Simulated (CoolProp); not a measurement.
Propylene at 298.15 K and 0.83 MPa flows at 3.8 m/s in a round tube of 12.7 mm bore and 45 µm roughness, fully developed (64/Re and Nu = 3.66 if laminar; Colebrook and Gnielinski if turbulent). Each further row changes one setting.

Values from CoolProp's reference Helmholtz-energy equation of state, Lemmon 2013.

```
case              Reynolds number  Darcy friction factor  pressure drop (Pa/m)  heat-transfer coefficient (W/(m² K))  mass flow (kg/h)
----------------  ---------------  ---------------------  --------------------  ------------------------------------  ----------------
as stated                   90100                 0.0287                   265                                   419              28.1
velocity 7.6 m/s           180000                 0.0281                  1040                                   823              56.2
diameter 25.4 mm           180000                 0.0237                   110                                   346               112
```

Viscosity comes from a separate model (Huber 2003), an estimate that may be off by 10 % or more. Thermal conductivity comes from a separate model (Huber 2003), an estimate that may be off by 10 % or more.
